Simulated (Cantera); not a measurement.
A perfectly stirred reactor is fed with H2 : O2 = 0.014 : 1 (molar parts), equivalence ratio 0.0070, at 0.0132 atm; it is held at 1298 K, and followed from long to short residence time.

Model: the H2/O2 subset of GRI-Mech 3.0, which has no nitrogen chemistry, integrated in Cantera. Radical loss at walls, strong at low pressure, is not modelled.

Problem. Predict: x(H2) at τ = 0.920 s; x(O2) at τ = 0.920 s; x(H2O) at τ = 0.920 s; x(O) at τ = 0.920 s; x(HO2) at τ = 0.920 s; x(H2) at τ = 19.0 ms; x(O2) at τ = 19.0 ms; x(H2O) at τ = 19.0 ms; x(O) at τ = 19.0 ms; x(HO2) at τ = 19.0 ms.

Solution. x(H2) at τ = 0.920 s: 4.66e-5
x(O2) at τ = 0.920 s: 0.982
x(H2O) at τ = 0.920 s: 0.0134
x(O) at τ = 0.920 s: 0.00333
x(HO2) at τ = 0.920 s: 4.57e-7
x(H2) at τ = 19.0 ms: 0.000511
x(O2) at τ = 19.0 ms: 0.975
x(H2O) at τ = 19.0 ms: 0.0121
x(O) at τ = 19.0 ms: 0.0101
x(HO2) at τ = 19.0 ms: 9.26e-7
